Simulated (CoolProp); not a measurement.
R227EA along the isotherm 391.9 K: fugacity coefficient from the reference equation and from simpler models built on Tc = 374.9 K, pc = 2.925 MPa, ω = 0.358; each cubic takes its own stable root.

The numbers come from the reference Helmholtz-energy equation of state, Lemmon 2016 in CoolProp.

```tsv
p (MPa)	phase	reference
1.33	gas	0.8701
2.66	gas	0.7448
3.99	supercritical	0.6153
5.32	supercritical	0.5052
6.65	supercritical	0.4357
7.98	supercritical	0.3895
9.31	supercritical	0.3570
10.6	supercritical	0.3340
12	supercritical	0.3154
13.3	supercritical	0.3023
14.6	supercritical	0.2923
```

Task: How far does each simpler model (van der Waals, Redlich-Kwong, Soave-Redlich-Kwong) lie from the reference over these 11 states: mean and median of the absolute difference, and the worst?

Result: 
- van der Waals: mean 8.7 %, median 7.8 %, worst +19.9 % at 391.9 K and 14.6 MPa
- Redlich-Kwong: mean 1.7 %, median 1.6 %, worst +3.8 % at 391.9 K and 14.6 MPa
- Soave-Redlich-Kwong: mean 4.9 %, median 5.5 %, worst +9.1 % at 391.9 K and 14.6 MPa
